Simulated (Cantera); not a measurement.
A diamond (100) surface in a fixed gas of H2 with x(CH4) = 0.0064, x(H) = 0.0025, x(CH3) = 1e-05, at 1125 K; coverages are run to steady state.

Detailed kinetics in Cantera: the Harris–Goodwin 1993 mechanism for the reconstructed diamond (100) surface.

θ: site fractions in the mechanism's names (c6HH fully hydrogenated, c6H* and c6*H radical sites, c6** diradical, c6HM methylated).

```
P (Pa)  growth (µm/h)  θ c6HH  θ c6H*  θ c6*H  θ c6**  θ c6HM
------  -------------  ------  ------  ------  ------  ------
1200           0.0202   0.497  0.0302   0.453  0.0197     [?]
1800           0.0393   0.497  0.0302   0.453  0.0197     [?]
2700           0.0757   0.497  0.0302   0.453  0.0197     [?]
4100            0.146   0.497  0.0302   0.453  0.0197     [?]
6200            0.271   0.497  0.0303   0.452  0.0197     [?]
9500            0.495   0.497  0.0303   0.452  0.0197     [?]
14000           0.827   0.496  0.0303   0.452  0.0197     [?]
22000            1.45   0.496  0.0303   0.452  0.0197     [?]
```

Question: Complete the blanks.

Answer: 
- 1200, θ c6HM: 0.000211
- 1800, θ c6HM: 0.000293
- 2700, θ c6HM: 0.000395
- 4100, θ c6HM: 0.000518
- 6200, θ c6HM: 0.000651
- 9500, θ c6HM: 0.000788
- 14000, θ c6HM: 0.000902
- 22000, θ c6HM: 0.00102
